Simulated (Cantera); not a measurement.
An isothermal, constant-pressure homogeneous reactor starts with CH₄ : H₂O : H₂ = 1 : 4.5 : 1.4 (molar parts), at 1675 K and 7500 Torr.

Computed with Cantera and GRI-Mech 3.0 (53 species, 325 reactions).

x: mole fraction; the columns are a selection and need not sum to one.

```json
[
 {"t (s)": "6.00e-6", "x CH₄": "0.145", "x H₂O": "0.652", "x H₂": "0.203", "x C₂H₆": "1.15e-5", "x CH₂": "4.23e-9", "x O₂": "<1e-12"},
 {"t (s)": "2.14e-5", "x CH₄": "0.144", "x H₂O": "0.652", "x H₂": "0.203", "x C₂H₆": "?", "x CH₂": "?", "x O₂": "2.87e-12"},
 {"t (s)": "7.63e-5", "x CH₄": "0.144", "x H₂O": "0.652", "x H₂": "0.204", "x C₂H₆": "0.000235", "x CH₂": "1.07e-8", "x O₂": "1.74e-11"},
 {"t (s)": "0.000272", "x CH₄": "0.141", "x H₂O": "0.651", "x H₂": "0.206", "x C₂H₆": "0.000255", "x CH₂": "1.11e-8", "x O₂": "6.26e-11"},
 {"t (s)": "0.000971", "x CH₄": "0.132", "x H₂O": "0.646", "x H₂": "0.216", "x C₂H₆": "0.000222", "x CH₂": "1.14e-8", "x O₂": "1.09e-10"},
 {"t (s)": "0.00346", "x CH₄": "0.109", "x H₂O": "0.631", "x H₂": "0.244", "x C₂H₆": "0.000148", "x CH₂": "1.26e-8", "x O₂": "8.88e-11"},
 {"t (s)": "0.0124", "x CH₄": "?", "x H₂O": "0.601", "x H₂": "?", "x C₂H₆": "?", "x CH₂": "1.35e-8", "x O₂": "6.05e-11"},
 {"t (s)": "0.0441", "x CH₄": "0.0522", "x H₂O": "0.554", "x H₂": "0.342", "x C₂H₆": "4.56e-5", "x CH₂": "1.05e-8", "x O₂": "4.38e-11"},
 {"t (s)": "0.157", "x CH₄": "0.0416", "x H₂O": "0.485", "x H₂": "0.402", "x C₂H₆": "2.52e-5", "x CH₂": "4.93e-9", "x O₂": "2.88e-11"},
 {"t (s)": "0.561", "x CH₄": "0.0208", "x H₂O": "0.416", "x H₂": "0.468", "x C₂H₆": "5.49e-6", "x CH₂": "1.46e-9", "x O₂": "1.81e-11"},
 {"t (s)": "2.00", "x CH₄": "0.00366", "x H₂O": "0.380", "x H₂": "0.507", "x C₂H₆": "1.57e-7", "x CH₂": "1.95e-10", "x O₂": "1.34e-11"}
]
```

Problem. Some entries are withheld; supply them.

Solution. 
- 2.14e-5, x C₂H₆: 9.93e-5
- 2.14e-5, x CH₂: 8.28e-9
- 0.0124, x CH₄: 0.0722
- 0.0124, x H₂: 0.292
- 0.0124, x C₂H₆: 7.30e-5
